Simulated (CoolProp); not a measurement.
The fluid at 293.15 K and 11.4 MPa flows at 8.3 m/s in a round tube of 20 mm bore and 45 µm roughness, fully developed (64/Re and Nu = 3.66 if laminar; Colebrook and Gnielinski if turbulent). The same conditions are run with several fluids, on thermodynamics alone (safety and materials aside).

The numbers come from the reference Helmholtz-energy equation of state of each fluid (carbon dioxide: Span 1996; ethanol: Schroeder 2014; R152A: Outcalt 1996; R404A: Lemmon 2003; benzene: Thol 2012) in CoolProp. Blends and air are pseudo-pure fits.

```csv
fluid,Reynolds number,Darcy friction factor,pressure drop (Pa/m),heat-transfer coefficient (W/(m² K)),mass flow (kg/h)
carbon dioxide,1680000,0.0243,36500,37100,8190
ethanol,104000,0.0257,35300,9670,7500
R152A,781000,0.0244,39700,22700,8860
R404A,1100000,0.0243,47800,22100,10700
benzene,206000,0.0250,38200,12200,8330
```

Transport values come from each fluid's own correlations; those of R152A are estimates that may be off by 10 % or more.
